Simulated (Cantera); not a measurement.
What does this Cantera script print?

```python
import numpy as np
import cantera as ct

gas_names = [...]  # 113 gases of nasa_gas.yaml made of C, H, O, Ti
cond_names = """
    C(gr) C6H6(L) C7H8(L) C8H18(L),n-octa H2O(s) H2O(L) Ti(a) Ti(b) Ti(L) TiC(s) TiC(L) TiO(a) TiO(b)
    TiO(L) TiO2(ru) TiO2(L) Ti2O3(a) Ti2O3(b) Ti2O3(L) Ti3O5(a) Ti3O5(b) Ti3O5(L) Ti4O7(s) Ti4O7(L)
""".split()


# ... load() reads the species with a 1 bar reference pressure and builds the phases ...
atoms = {
    'TiO2': {'Ti': 1, 'O': 2},
    'CO': {'C': 1, 'O': 1},
    'H2': {'H': 2},
}
top_T = {'C(gr)': 4500}  # K; cautious upper limits of use, not melting points


# ... equilibrate(T, P, feed) seeds the gas with the atoms and calls Mixture.equilibrate('TP', solver="vcs", rtol=1e-11, max_steps=5000) ...
results = []
feed = {'TiO2': 1, 'CO': 17, 'H2': 0.14}  # mol
P = 1333.22  # Pa
for T in [1200, 1300, 1400, 1500, 1600, 1700, 1800, 1900, 2000, 2100]:
    mix = equilibrate(T, P, feed)
    results.append((T, P, feed, dict(zip(mix.species_names, mix.species_moles))))

top = {s: max(r[3][s] / sum(r[3][g] for g in gas_names) for r in results) for s in gas_names}
cols = sorted((s for s in top if top[s] > 1e-05), key=lambda s: -top[s])[:9]
seen = [c for c in cond_names if any(r[3].get(c, 0) > 1e-12 for r in results)]
print("log10 of partial pressures in bar; condensed amounts in mol")
print(f"{'T/K':>10s}" + "".join(f"{s[:9]:>10s}" for s in cols + seen))
for T, P, feed, n in results:
    ng = sum(n[g] for g in gas_names)
    print(f"{T:10.4g}" + "".join(f"{np.log10(max(n[s] / ng * P / 1e5, 1e-99)):10.3f}" for s in cols)
          + "".join(f"{n.get(c, 0):10.4g}" for c in seen))
```

It prints:

```
log10 of partial pressures in bar; condensed amounts in mol
       T/K        CO       CO2        H2         H       H2O      TiO2        OH       TiO  TiO2(ru)  Ti3O5(b)  Ti4O7(s)  Ti4O7(L)
      1200    -1.879    -4.990    -3.963    -8.687    -6.937   -17.402   -13.758   -18.205    0.9468         0    0.0133         0
      1300    -1.879    -4.649    -3.964    -7.938    -6.488   -15.318   -12.346   -16.200     0.883         0   0.02924         0
      1400    -1.880    -4.352    -3.966    -7.296    -6.101   -13.538   -11.133   -14.492    0.7672         0    0.0582         0
      1500    -1.881    -4.089    -3.970    -6.740    -5.765   -12.000   -10.079   -13.021    0.5725         0    0.1069         0
      1600    -1.883    -3.856    -3.978    -6.254    -5.472   -10.658    -9.155   -11.742    0.2657         0    0.1836         0
      1700    -1.885    -3.723    -3.987    -5.825    -5.291    -9.498    -8.416   -10.563         0         0      0.25         0
      1800    -1.885    -3.724    -3.994    -5.443    -5.251    -8.501    -7.880    -9.428         0         0      0.25         0
      1900    -1.887    -3.633    -4.011    -5.106    -5.133    -7.590    -7.313    -8.486         0    0.2361    0.0729         0
      2000    -1.885    -3.726    -4.024    -4.801    -5.204    -6.856    -6.981    -7.546         0         0         0    0.2499
      2100    -1.885    -3.727    -4.057    -4.535    -5.204    -6.212    -6.606    -6.800         0         0         0    0.2498
```

Equilibrium computed with Cantera from the NASA thermochemical tables; the gas is ideal and each condensed phase is pure. Mutual solubility and eutectic melting of coexisting phases are not modelled. Condensed phases not in the tables: Magnéli phases beyond Ti4O7.
